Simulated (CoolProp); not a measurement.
Vapour-liquid equilibrium of cyclohexane (1) + n-nonane (2) at 9.06 kPa; x and y are mole fractions of (1).

Model: multi-fluid Helmholtz-energy mixture model, Zhou 2014 and Lemmon 2006; pair parameters Bell 2016, in CoolProp.

```csv
x,"bubble temperature, mixture model (°C)","bubble temperature, Raoult's law (°C)","y, mixture model","y, Raoult's law"
0.05,67.7,68.5,___,0.381
0.2,___,49.7,0.792,0.790
0.35,38.9,38.8,___,0.905
0.5,31.8,31.4,0.948,0.953
0.65,26.4,26.0,___,0.976
0.8,21.9,21.7,___,0.990
0.95,___,18.2,0.998,0.998
```

### Question
Fill in the missing entries.

### Answer

- 0.05, y, mixture model: 0.400
- 0.2, bubble temperature, mixture model (°C): 49.1
- 0.35, y, mixture model: 0.901
- 0.65, y, mixture model: 0.974
- 0.8, y, mixture model: 0.989
- 0.95, bubble temperature, mixture model (°C): 18.3

The largest gap from Raoult's law is -0.8 K in bubble temperature, at x = 0.05. No azeotrope shows between x = 0.05 and 0.95.

The pair parameters rest on a limited set of measurements; away from them the model extrapolates. The gap from Raoult's law changes sign with composition, which may be real or a fault of the pair parameters; it wasn't checked against measurements.
